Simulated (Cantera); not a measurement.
A closed system holds: 1 mol SiCl4, 0.02 mol Cl2, 46 mol N2, held at 1 atm.

Equilibrium computed with Cantera from the NASA thermochemical tables; the gas is ideal and each condensed phase is pure. Candidate condensed phases: Si, Si3N4; 13 gas species. Kinetics and transport are ignored. All values below are at 1373 K.

Base state: N2 0.978, SiCl4 0.0213, Cl 0.000360, Cl2 0.000248 (mole fractions); condensed: gas only.

Task: What changes in the equilibrium state with this change: SiCl4 replaced by Si2H6?

Result: 
```json
[
 {"species": "N2", "before": "0.978", "after": "0.937"},
 {"species": "H2", "before": "0", "after": "0.0625"},
 {"species": "HCl", "before": "0", "after": "0.000839"},
 {"species": "SiCl4", "before": "0.0213", "after": "<1e-9"},
 {"species": "Cl2", "before": "0.000248", "after": "<1e-9"},
 {"species": "Cl", "before": "0.000360", "after": "9.20e-9"},
 {"species": "Si3N4(s), mol", "before": "0", "after": "0.667"}
]
```
The feed counts by its element totals alone. N2 is the only nitrogen source here; it is nearly inert below about 1500 K, so the nitride shown seldom forms there in practice. Further candidate phases: NH4Cl.
